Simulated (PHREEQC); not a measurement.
TMAH is added in steps, without added water, to 1 kg of water holding 18 mmol/kgw HBr, 20 mmol/kgw CuSO4 and 24 mmol/kgw MnSO4, at 20 °C. The system is closed to oxygen. The system is closed to CO2. Nothing may precipitate in this run.

Base run: PHREEQC, ion-association model, wateq4f.dat. Each further column changes one thing. The table gives Cu+2 (mol/kgw).

| TMAH added (mol) | base | diluted 2-fold with water | MnSO4 from 0.024 to 0.0216 mol/kgw | solids may form |
|---|---|---|---|---|
| 0 | 0.0128 | 0.00679 | 0.0129 | 0.0128 |
| 0.0045 | 0.0126 | 0.00663 | 0.0127 | 0.0126 |
| 0.0135 | 0.0121 | 0.00372 | 0.0122 | 0.0121 |
| 0.018 | 0.0119 | 0.00152 | 0.0120 | ? |
| 0.0225 | 0.00918 | 0.000434 | 0.00926 | 0.00979 |
| 0.0315 | 0.00426 | 8.37e-10 | ? | 0.00574 |
| 0.036 | 0.00232 | 5.63e-11 | 0.00233 | ? |
| 0.0405 | 0.00109 | 1.35e-11 | 0.00109 | ? |
| 0.0495 | 0.000228 | 3.09e-12 | 0.000228 | 4.46e-9 |
| 0.054 | 8.12e-5 | 1.92e-12 | 8.12e-5 | ? |
| 0.0585 | 1.61e-7 | 1.28e-12 | 1.35e-7 | 3.71e-9 |
| 0.0675 | 2.33e-10 | 6.23e-13 | 1.83e-10 | ? |
| 0.072 | 7.97e-11 | 4.44e-13 | 6.24e-11 | 2.57e-9 |

Question: Complete the blanks.

Answer: 
- 0.018, solids may form: 0.0118
- 0.0315, MnSO4 from 0.024 to 0.0216 mol/kgw: 0.00429
- 0.036, solids may form: 0.00376
- 0.0405, solids may form: 0.00179
- 0.054, solids may form: 4.09e-9
- 0.0675, solids may form: 2.95e-9

In at least one series the solution becomes supersaturated in solids that the run did not let form, among them Pyrochroite, Cu(OH)2, Brochantite, Antlerite. (CH3)4N+ isn't in the database: it is added as a free cation with an ion size of 4 Å. The database's constant for dissolved Cu(OH)2 is higher than later reviews accept. Solids allowed in the column 'solids may form': Pyrochroite, Cu(OH)2, Brochantite, Antlerite, Chalcanthite.
